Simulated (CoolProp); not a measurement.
The fluid at 199.18 K and 2.2 MPa is throttled through a valve to 0.427 MPa with no heat exchange. The same conditions are run with several fluids, on thermodynamics alone (safety and materials aside).

Values from CoolProp's reference Helmholtz-energy equation of state of each fluid (nitrous oxide: Lemmon 2006; cyclopentane: Gedanitz 2015; n-hexane: Thol 2019; R22: Kamei 1995; n-perfluoropentane: Gao 2022).

| fluid | temperature change (K) | final density (kg/m³) |
|---|---|---|
| nitrous oxide | +0.4 | (withheld) |
| cyclopentane | +1.2 | 831 |
| n-hexane | +0.9 | (withheld) |
| R22 | (withheld) | (withheld) |
| n-perfluoropentane | (withheld) | 1900 |

Q: Complete the blanks.

A: 
- nitrous oxide, final density (kg/m³): 1190
- n-hexane, final density (kg/m³): 740
- R22, temperature change (K): +0.7
- R22, final density (kg/m³): 1500
- n-perfluoropentane, temperature change (K): +0.8
